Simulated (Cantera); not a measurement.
What does this Cantera script print?

```python
import numpy as np
import cantera as ct

gas_names = """
    C CH CH2 CH3 CH4 C2 C2H C2H2,acetylene C2H2,vinylidene C2H3,vinyl C2H4 C2H5 C2H6 C3 C3H3,propargyl
    C3H4,allene C3H4,propyne C3H4,cyclo- C3H5,allyl C3H6,propylene C3H6,cyclo- C3H7,n-propyl
    C3H7,i-propyl C3H8 C4 C4H2 C4H4,1,3-cyclo- C4H6,butadiene C4H6,2-butyne C4H6,cyclo- C4H8,1-butene
    C4H8,cis2-buten C4H8,tr2-butene C4H8,isobutene C4H8,cyclo- C4H9,n-butyl C4H9,i-butyl C4H9,s-butyl
    C4H9,t-butyl C4H10,isobutane C4H10,n-butane C5 C5H6,1,3cyclo- C5H8,cyclo- C5H10,1-pentene
    C5H10,cyclo- C5H11,pentyl C5H11,t-pentyl C5H12,n-pentane C5H12,i-pentane CH3C(CH3)2CH3 C6H2
    C6H5,phenyl C6H6 C6H10,cyclo- C6H12,1-hexene C6H12,cyclo- C6H13,n-hexyl C7H7,benzyl C7H8
    C7H14,1-heptene C7H15,n-heptyl C7H16,n-heptane C8H8,styrene C8H10,ethylbenz C8H16,1-octene
    C8H17,n-octyl C8H18,isooctane C8H18,n-octane C9H19,n-nonyl C10H8,naphthale C10H21,n-decyl
    C12H9,o-bipheny C12H10,bipheny H H2 Si SiC SiC2 SiC4H12 SiH SiH2 SiH3 SiH4 Si2 Si2C Si3
""".split()
cond_names = """
    C(gr) C6H6(L) C7H8(L) C8H18(L),n-octa Si(cr) Si(L) SiC(b)
""".split()


def load(file, names, dense=False):
    # The tables refer to 1 bar. Condensed volumes are neglected.
    table = {s.name: s for s in ct.Species.list_from_file(file)}
    out = []
    for n in names:
        d = dict(table[n].input_data)
        d["thermo"] = dict(d["thermo"], **{"reference-pressure": 1e5})
        if dense:
            d["equation-of-state"] = {"model": "constant-volume", "density": "1e6 g/cm^3"}
        out.append(ct.Species.from_dict(d))
    return out


gas = ct.Solution(thermo="ideal-gas", species=load("nasa_gas.yaml", gas_names))
cond = {s.name: ct.Solution(thermo="fixed-stoichiometry", species=[s], name=s.name)
        for s in load("nasa_condensed.yaml", cond_names, dense=True)}
atoms = {
    'SiC': {'Si': 1, 'C': 1},
    'Si': {'Si': 1},
    'H2': {'H': 2},
}
top_T = {'C(gr)': 4500, 'SiC(b)': 3050}  # K; cautious upper limits of use, not melting points


def equilibrate(T, P, feed):
    n = {}
    for name, mol in feed.items():
        for a, k in atoms[name].items():
            n[a] = n.get(a, 0.0) + k * mol
    gas.TPX = T, P, n
    mass = sum(n.values()) * gas.mean_molecular_weight
    gas.equilibrate("TP")
    valid = [c for c in cond.values() if c.min_temp <= T <= top_T.get(c.name, c.max_temp)]
    mix = ct.Mixture([(gas, mass / gas.mean_molecular_weight)] + [(c, 0.0) for c in valid])
    mix.T, mix.P = T, P
    mix.equilibrate("TP", solver="vcs", rtol=1e-11, max_steps=5000)
    return mix


results = []
T = 2148.15  # K
P = 1333.22  # Pa
for m in [0.0021, 0.0031, 0.0045, 0.0065, 0.0094, 0.014, 0.02, 0.028, 0.041, 0.059, 0.086]:
    feed = {'SiC': 1, 'Si': m, 'H2': 1.5}  # mol
    mix = equilibrate(T, P, feed)
    results.append((T, P, feed, dict(zip(mix.species_names, mix.species_moles))))
    x = sorted(zip(gas.X, gas.species_names), reverse=True)
    print(f"T = {T:g} K  P = {P:g} Pa  n(Si) = {m:g} mol  gas = {mix.phase_moles(0):.4g} mol")
    print("   x: " + "  ".join(f"{s} {v:.3e}" for v, s in x if v > 0.0001))
    print("   condensed (mol): " + ("  ".join(f"{mix.phase(i).name} {mix.phase_moles(i):.4g}"
          for i in range(1, mix.n_phases) if mix.phase_moles(i) > 1e-12) or "none"))
```

Output:

```
T = 2148.15 K  P = 1333.22 Pa  n(Si) = 0.0021 mol  gas = 1.531 mol
   x: H2 9.610e-01  H 3.542e-02  Si 2.493e-03  C2H2,acetylene 6.742e-04  SiH 1.385e-04  Si2C 1.219e-04
   condensed (mol): SiC(b) 0.9975
T = 2148.15 K  P = 1333.22 Pa  n(Si) = 0.0031 mol  gas = 1.532 mol
   x: H2 9.608e-01  H 3.541e-02  Si 2.809e-03  C2H2,acetylene 5.309e-04  SiH 1.560e-04  Si2C 1.373e-04
   condensed (mol): SiC(b) 0.998
T = 2148.15 K  P = 1333.22 Pa  n(Si) = 0.0045 mol  gas = 1.533 mol
   x: H2 9.604e-01  H 3.541e-02  Si 3.333e-03  C2H2,acetylene 3.767e-04  SiH 1.851e-04  Si2C 1.630e-04
   condensed (mol): SiC(b) 0.9984
T = 2148.15 K  P = 1333.22 Pa  n(Si) = 0.0065 mol  gas = 1.534 mol
   x: H2 9.596e-01  H 3.539e-02  Si 4.221e-03  C2H2,acetylene 2.348e-04  SiH 2.343e-04  Si2C 2.064e-04
   condensed (mol): SiC(b) 0.9988
T = 2148.15 K  P = 1333.22 Pa  n(Si) = 0.0094 mol  gas = 1.537 mol
   x: H2 9.581e-01  H 3.536e-02  Si 5.678e-03  SiH 3.149e-04  Si2C 2.776e-04  C2H2,acetylene 1.295e-04
   condensed (mol): SiC(b) 0.9991
T = 2148.15 K  P = 1333.22 Pa  n(Si) = 0.014 mol  gas = 1.541 mol
   x: H2 9.554e-01  H 3.531e-02  Si 8.143e-03  SiH 4.510e-04  Si2C 3.981e-04  SiH2 1.095e-04
   condensed (mol): SiC(b) 0.9991
T = 2148.15 K  P = 1333.22 Pa  n(Si) = 0.02 mol  gas = 1.546 mol
   x: H2 9.518e-01  H 3.525e-02  Si 1.140e-02  SiH 6.301e-04  Si2C 5.573e-04  SiH2 1.527e-04  Si2 1.135e-04
   condensed (mol): SiC(b) 0.999
T = 2148.15 K  P = 1333.22 Pa  n(Si) = 0.028 mol  gas = 1.554 mol
   x: H2 9.470e-01  H 3.516e-02  Si 1.567e-02  SiH 8.642e-04  Si2C 7.663e-04  Si2 2.145e-04  SiH2 2.088e-04
   condensed (mol): SiC(b) 0.9987
T = 2148.15 K  P = 1333.22 Pa  n(Si) = 0.041 mol  gas = 1.555 mol
   x: H2 9.461e-01  H 3.514e-02  Si 1.652e-02  SiH 9.106e-04  Si2C 8.078e-04  Si2 2.384e-04  SiH2 2.199e-04
   condensed (mol): Si(L) 0.01138  SiC(b) 0.9987
T = 2148.15 K  P = 1333.22 Pa  n(Si) = 0.059 mol  gas = 1.555 mol
   x: H2 9.461e-01  H 3.514e-02  Si 1.652e-02  SiH 9.106e-04  Si2C 8.078e-04  Si2 2.384e-04  SiH2 2.199e-04
   condensed (mol): Si(L) 0.02938  SiC(b) 0.9987
T = 2148.15 K  P = 1333.22 Pa  n(Si) = 0.086 mol  gas = 1.555 mol
   x: H2 9.461e-01  H 3.514e-02  Si 1.652e-02  SiH 9.106e-04  Si2C 8.078e-04  Si2 2.384e-04  SiH2 2.199e-04
   condensed (mol): Si(L) 0.05638  SiC(b) 0.9987
```

Method: chemical equilibrium by Gibbs-energy minimisation in Cantera with the NASA 1993 tables (ideal gas, pure condensed phases). Mutual solubility and eutectic melting of coexisting phases are not modelled. Gases not in the tables: Si2H6 and higher silanes.
